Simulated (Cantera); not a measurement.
Feed: 1 mol SiCl4, a varied amount of H2, equilibrated at 9000 Pa.

These are equilibrium values from Cantera (NASA tables, ideal gas, pure condensed phases), not measurements of a reactor. Candidate condensed phases: Si; 19 gas species. The tables' values for SiCl3 are old estimates. Equilibrium is a limit: real reactors are often held back by kinetics, nucleation or transport.

Task: What condenses at these points (T in °C, n(H2) in mol): (852, 850); (1152, 6.5); (1377, 110); (852, 13); (1227, 6.5)?

Result: 
| T (°C) | n(H2) in mol | condensed phases | Si condensed (%) |
|---|---|---|---|
| 852 | 850 | Si | 93.6 |
| 1152 | 6.5 | gas only | 0.0 |
| 1377 | 110 | Si | 64.1 |
| 852 | 13 | Si | 4.8 |
| 1227 | 6.5 | gas only | 0.0 |
